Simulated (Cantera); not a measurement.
A closed system holds: 1 mol BN, 13 mol HF, 1.1 mol N2, equilibrated at 1473 K and 0.460 bar.

These are equilibrium values from Cantera (NASA tables, ideal gas, pure condensed phases), not measurements of a reactor. Candidate condensed phases: B, BN; 31 gas species. Rates play no part.

Base state: HF 0.709, N2 0.113, H2 0.106, BF3 0.0709 (mole fractions); condensed: gas only.

Problem. What changes in the equilibrium state with this change: HF from 13 to 1.8 mol?

Solution. 
```
species      before     after
----------  -------  --------
N2            0.113     0.478
H2            0.106     0.296
BF3          0.0709     0.197
HF            0.709    0.0277
BHF2        6.80e-6   0.00134
BF2         1.71e-6  0.000203
BN(s), mol        0     0.425
```
The tables' values for BF2 are old estimates; treat these amounts as uncertain.
